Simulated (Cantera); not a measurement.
Input (Python, Cantera):

```python
import numpy as np
import cantera as ct

gas = ct.Solution("gri30.yaml")
gas.TPX = 1798, 810000, {'CH4': 1, 'H2O': 0.45}
inlet = ct.Reservoir(gas, clone=True)

reactor = ct.IdealGasConstPressureReactor(gas, energy="off", clone=False)
exhaust = ct.Reservoir(gas, clone=True)
tau = [0.34, 0.17, 0.086, 0.044, 0.022, 0.011, 0.0056][0]
for a, b in ((inlet, reactor), (reactor, exhaust)):
    ct.MassFlowController(a, b, mdot=lambda t: reactor.mass / tau)
net = ct.ReactorNet([reactor])
show = ['CH4', 'H2O', 'C2H2', 'OH', 'CH3']

rows = []
print(f"{'tau/s':>10s}{'T/K':>9s}" + "".join(f"{s:>11s}" for s in show))
for tau in [0.34, 0.17, 0.086, 0.044, 0.022, 0.011, 0.0056]:
    net.initial_time = 0.0
    net.advance(30 * tau)
    before = gas.X
    net.advance(40 * tau)
    drift = np.max(np.abs(gas.X - before) / (gas.X + 1e-9))
    rows.append([gas.T, *gas[show].X, drift])
    print(f"{tau:10.3e}{gas.T:9.1f}" + "".join(f"{x:11.3e}" for x in gas[show].X))
```

Output:

```
     tau/s      T/K        CH4        H2O       C2H2         OH        CH3
 3.400e-01   1798.0  7.665e-02  4.120e-02  8.017e-02  4.121e-07  2.360e-04
 1.700e-01   1798.0  8.161e-02  6.272e-02  9.047e-02  6.345e-07  2.542e-04
 8.600e-02   1798.0  8.852e-02  8.854e-02  1.023e-01  9.071e-07  2.792e-04
 4.400e-02   1798.0  9.848e-02  1.166e-01  1.142e-01  1.210e-06  3.145e-04
 2.200e-02   1798.0  1.144e-01  1.458e-01  1.242e-01  1.528e-06  3.689e-04
 1.100e-02   1798.0  1.391e-01  1.725e-01  1.294e-01  1.820e-06  4.514e-04
 5.600e-03   1798.0  1.749e-01  1.949e-01  1.279e-01  2.067e-06  5.694e-04
```

Computed with Cantera and GRI-Mech 3.0 (53 species, 325 reactions). GRI-Mech 3.0 stops at C3 and has no aromatics, soot or wall deposition, so with more carbon than oxygen in the feed, carbon stays in small species such as C2H2 where larger ones or solid carbon would form.
